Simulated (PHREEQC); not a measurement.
Dissolve 0.034 mol/kgw KOH, 3.4e-07 mol/kgw H4SiO4 and 0.00097 mol/kgw KH2PO4 at 65 °C. Closed to the air; pH follows from the charge balance.

Model: ion-association model, phreeqc.dat, run in PHREEQC.

Each row changes one thing in this solution. No solid was allowed to form.

| case | pH | ionic strength (mol/kgw) | HPO4-2 (mol/kgw) | PO4-3 (mol/kgw) | KHPO4- (mol/kgw) | H3SiO4- (mol/kgw) | SI of Quartz (SiO2) |
|---|---|---|---|---|---|---|---|
| as made | 11.33 | 0.0366 | 0.000620 | 0.000330 | 1.99e-5 | 2.83e-7 | -5.14 |
| 0.0052 mol/kgw NaF added | 11.32 | 0.0418 | 0.000609 | 0.000339 | 1.88e-5 | 2.82e-7 | -5.14 |
| temperature from 65 to 45 °C | 11.82 | 0.0369 | 0.000444 | 0.000511 | 1.46e-5 | 2.73e-7 | -5.20 |
| temperature from 65 to 15 °C | 12.77 | 0.0376 | 0.000149 | 0.000816 | 5.06e-6 | 2.56e-7 | -5.32 |
| temperature from 65 to 20 °C | 12.59 | 0.0375 | 0.000190 | 0.000773 | 6.44e-6 | 2.59e-7 | -5.29 |
| diluted 100-fold with water | 9.41 | 0.000359 | 9.62e-6 | 2.54e-8 | 5.97e-9 | 1.82e-9 | -5.34 |
| KOH from 0.034 to 0.0374 mol/kgw | 11.37 | 0.0400 | 0.000592 | 0.000358 | 2.03e-5 | 2.78e-7 | -5.19 |
| KOH from 0.034 to 0.34 mol/kgw | 12.24 | 0.344 | 5.95e-5 | 0.000902 | 8.23e-6 | 9.43e-8 | -6.62 |
| temperature from 65 to 25 °C | 12.42 | 0.0374 | 0.000237 | 0.000725 | 7.98e-6 | 2.62e-7 | -5.27 |

Complexes and solids missing from the database can't appear. Constants without temperature data keep their 25 °C values here. SiF6-2 is the database's only silicon fluoride.
